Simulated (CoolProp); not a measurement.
Vapour-liquid equilibrium of acetone (1) + dimethyl carbonate (2) at 393.6 K; x and y are mole fractions of (1).

Computed with CoolProp (multi-fluid Helmholtz-energy mixture model, Lemmon 2006 and Zhou 2011; pair parameters Bell 2016).

| x | bubble pressure (MPa) | y at the bubble point | dew pressure at overall composition x (MPa) | liquid density (mol/L) |
|---|---|---|---|---|
| 0.05 | [?] | 0.118 | 0.2525 | 10.37 |
| 0.15 | 0.3031 | 0.301 | 0.2707 | 10.48 |
| 0.25 | 0.3394 | 0.439 | 0.2915 | 10.59 |
| 0.35 | 0.3744 | 0.550 | 0.3153 | 10.70 |
| 0.45 | 0.4091 | 0.645 | 0.3427 | 10.81 |
| 0.55 | 0.4440 | 0.727 | 0.3743 | 10.93 |
| 0.65 | 0.4794 | 0.800 | 0.4112 | 11.05 |
| 0.75 | 0.5158 | [?] | 0.4547 | 11.17 |
| 0.85 | 0.5532 | 0.923 | 0.5071 | 11.28 |
| 0.95 | [?] | 0.976 | 0.5719 | 11.40 |

Fill in the missing entries.


- 0.05, bubble pressure (MPa): 0.2647
- 0.75, y at the bubble point: 0.865
- 0.95, bubble pressure (MPa): 0.5916

No azeotrope shows between x = 0.05 and 0.95.

The pair parameters rest on a limited set of measurements; away from them the model extrapolates. The gap from Raoult's law changes sign with composition, which may be real or a fault of the pair parameters; it wasn't checked against measurements.
